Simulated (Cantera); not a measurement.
Input: 1 mol HI, 0.056 mol O₂, 0.48 mol N₂, at 925 K and 90.0 Pa.

Cantera equilibrium calculation (NASA polynomials, part measured and part estimated; ideal gas, pure solids and liquids). Candidate condensed phases: H₂O, I₂; 27 gas species. Equilibrium is a limit: real reactors are often held back by kinetics, nucleation or transport.

Base state: HI 0.331, N₂ 0.294, I 0.188, H₂ 0.0718, H₂O 0.0686, I₂ 0.0463 (mole fractions); condensed: gas only.

Problem. What changes in the equilibrium state with this change: O₂ from 0.056 to 0.84 mol?

Solution. 
```tsv
species	before	after
I	0.188	0.254
O₂	<1e-9	0.249
H₂O	0.0686	0.211
HI	0.331	1.75e-5
H₂	0.0718	<1e-9
I₂	0.0463	0.0841
N₂	0.294	0.202
```

Problem. What changes in the equilibrium state with this change: pressure from 90.0 Pa to 72.0 bar?

Solution. 
```csv
species,before,after
HI,0.331,0.431
N₂,0.294,0.324
I₂,0.0463,0.122
I,0.188,0.00108
H₂,0.0718,0.0461
H₂O,0.0686,0.0757
NH₃,9.34e-9,0.000404
```
The ideal-gas law is rough above about 30 bar.
